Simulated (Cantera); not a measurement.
## Equilibrium for carbon deposition, reforming and gasification: CO + O2 + H2

Feed: 1 mol CO, 0.52 mol O2, 3 mol H2, at 100000 Pa.

Cantera equilibrium calculation (NASA polynomials, part measured and part estimated; ideal gas, pure solids and liquids). Candidate condensed phases: C, C6H6, C7H8, C8H18, H2O; 110 gas species. Kinetics and transport are ignored.

From 700 K to 1500 K nothing is condensed. The main C-bearing gas is CH4 at 700 K and CO at 1500 K.

```tsv
T (K)	x H2	x H2O	x CH4	x CO	x CO2	x H
700	0.175	0.464	0.222	0.00533	0.134	<1e-12
800	0.347	0.332	0.142	0.0356	0.144	1.71e-12
900	0.504	0.221	0.0491	0.112	0.113	8.30e-11
1000	0.559	0.188	0.00582	0.167	0.0806	1.70e-9
1100	0.554	0.196	0.000514	0.185	0.0647	1.92e-8
1200	0.544	0.206	6.27e-5	0.196	0.0541	1.46e-7
1300	0.536	0.214	1.05e-5	0.204	0.0461	8.10e-7
1400	0.530	0.220	2.29e-6	0.210	0.0401	3.54e-6
1500	0.525	0.225	6.12e-7	0.215	0.0354	1.28e-5
```
x: gas mole fraction; nothing condenses.
